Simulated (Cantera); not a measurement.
Pyrogenic steam for wet oxidation

A perfectly stirred reactor is fed with H₂ : O₂ : N₂ = 1.4 : 1 : 4.2 (molar parts), equivalence ratio 0.70, at 750 Torr; it is held at 1175 K, and followed from long to short residence time.

Computed with Cantera and the H2/O2 subset of GRI-Mech 3.0, which has no nitrogen chemistry. The temperature is held fixed by assumption; the heat of reaction is taken as removed at once.

| τ (s) | x H₂ | x O₂ | x O | x H₂O | x H₂O₂ | x OH | x HO₂ |
|---|---|---|---|---|---|---|---|
| 26 | 3.79e-5 | 0.0509 | 2.44e-7 | 0.237 | 4.61e-8 | 1.35e-5 | 1.50e-6 |
| 3.4 | 0.000159 | 0.0509 | 1.27e-6 | 0.237 | 2.27e-7 | 2.44e-5 | 5.73e-6 |
| 0.45 | 0.000564 | 0.0511 | 7.10e-6 | 0.237 | 1.08e-6 | 5.15e-5 | 1.63e-5 |
| 0.060 | 0.00172 | 0.0516 | 3.63e-5 | 0.235 | 2.94e-6 | 0.000124 | 3.36e-5 |
| 0.0078 | 0.00492 | 0.0530 | 0.000162 | 0.231 | 4.90e-6 | 0.000320 | 5.38e-5 |
| 0.0010 | 0.0140 | 0.0571 | 0.000610 | 0.220 | 6.77e-6 | 0.000807 | 7.20e-5 |
| 0.00014 | 0.0371 | 0.0683 | 0.00185 | 0.190 | 8.04e-6 | 0.00177 | 8.70e-5 |
x: mole fraction; the columns are a selection and need not sum to one.
